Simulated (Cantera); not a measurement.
Input (Python, Cantera) and output of one run.

```python
import numpy as np
import cantera as ct

gas_names = """
    H HNO HNO2 HNO3 HO2 H2 H2O H2O2 N NH NH2 NH3 NH2OH NO NO2 NO3 N2 N2H2 N2H4 N2O O OH O2 O3
""".split()
cond_names = """
    H2O(s) H2O(L)
""".split()


# ... load() reads the species with a 1 bar reference pressure and builds the phases ...
atoms = {
    'N2O': {'N': 2, 'O': 1},
    'H2O': {'H': 2, 'O': 1},
    'O2': {'O': 2},
}
top_T = {}  # K; cautious upper limits of use, not melting points


# ... equilibrate(T, P, feed) seeds the gas with the atoms and calls Mixture.equilibrate('TP', solver="vcs", rtol=1e-11, max_steps=5000) ...
results = []
feed = {'N2O': 1, 'H2O': 0.047, 'O2': 0.24}  # mol
T = 1275  # K
P = 1000  # Pa
mix = equilibrate(T, P, feed)
results.append((T, P, feed, dict(zip(mix.species_names, mix.species_moles))))
x = sorted(zip(gas.X, gas.species_names), reverse=True)
print(f"T = {T:g} K  P = {P:g} Pa  gas = {mix.phase_moles(0):.4g} mol")
print("   x: " + "  ".join(f"{s} {v:.3e}" for v, s in x if v > 1e-05))
print("   condensed (mol): " + ("  ".join(f"{mix.phase(i).name} {mix.phase_moles(i):.4g}"
      for i in range(1, mix.n_phases) if mix.phase_moles(i) > 1e-12) or "none"))
```

Output:

```
T = 1275 K  P = 1000 Pa  gas = 1.787 mol
   x: N2 5.594e-01  O2 4.139e-01  H2O 2.629e-02  NO 3.967e-04  OH 1.501e-05
   condensed (mol): none
```

Method: chemical equilibrium by Gibbs-energy minimisation in Cantera with the NASA 1993 tables (ideal gas, pure condensed phases).
